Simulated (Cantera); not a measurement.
Input (Python, Cantera) and output of one run.

```python
import numpy as np
import cantera as ct

gas_names = """
    F F2 N NF NF2 NF3 N2 Pb PbF PbF2 PbF4 Pb2
""".split()
cond_names = """
    Pb(cr) Pb(L) PbF2(a) PbF2(b) PbF2(L)
""".split()


# ... load() reads the species with a 1 bar reference pressure and builds the phases ...
atoms = {
    'PbF2': {'Pb': 1, 'F': 2},
    'N2': {'N': 2},
}
top_T = {}  # K; cautious upper limits of use, not melting points


# ... equilibrate(T, P, feed) seeds the gas with the atoms and calls Mixture.equilibrate('TP', solver="vcs", rtol=1e-11, max_steps=5000) ...
results = []
T = 2025  # K
P = 69000  # Pa
for m in [0.69, 2, 3.3, 4.7, 6, 7.3, 8.6, 10, 11, 13, 14]:
    feed = {'PbF2': 1, 'N2': m}  # mol
    mix = equilibrate(T, P, feed)
    results.append((T, P, feed, dict(zip(mix.species_names, mix.species_moles))))

top = {s: max(r[3][s] / sum(r[3][g] for g in gas_names) for r in results) for s in gas_names}
cols = sorted((s for s in top if top[s] > 0.001), key=lambda s: -top[s])[:8]
seen = [c for c in cond_names if any(r[3].get(c, 0) > 1e-12 for r in results)]
print("log10 of partial pressures in bar; condensed amounts in mol")
print(f"{'n(N2)':>10s}" + "".join(f"{s[:9]:>10s}" for s in cols + seen))
for T, P, feed, n in results:
    ng = sum(n[g] for g in gas_names)
    print(f"{feed['N2']:10.4g}" + "".join(f"{np.log10(max(n[s] / ng * P / 1e5, 1e-99)):10.3f}" for s in cols)
          + "".join(f"{n.get(c, 0):10.4g}" for c in seen))
```

It prints:

```
log10 of partial pressures in bar; condensed amounts in mol
     n(N2)        N2      PbF2      PbF4       PbF        Pb
      0.69    -0.550    -0.568    -1.246    -1.311    -1.490
         2    -0.337    -0.817    -1.495    -1.560    -1.739
       3.3    -0.276    -0.974    -1.652    -1.717    -1.895
       4.7    -0.245    -1.096    -1.774    -1.839    -2.017
         6    -0.228    -1.185    -1.863    -1.928    -2.107
       7.3    -0.217    -1.259    -1.938    -2.002    -2.180
       8.6    -0.209    -1.323    -2.001    -2.065    -2.244
        10    -0.203    -1.382    -2.060    -2.124    -2.303
        11    -0.199    -1.420    -2.098    -2.162    -2.340
        13    -0.193    -1.486    -2.165    -2.229    -2.407
        14    -0.191    -1.516    -2.195    -2.259    -2.437
```

These are equilibrium values from Cantera (NASA tables, ideal gas, pure condensed phases), not measurements of a reactor.
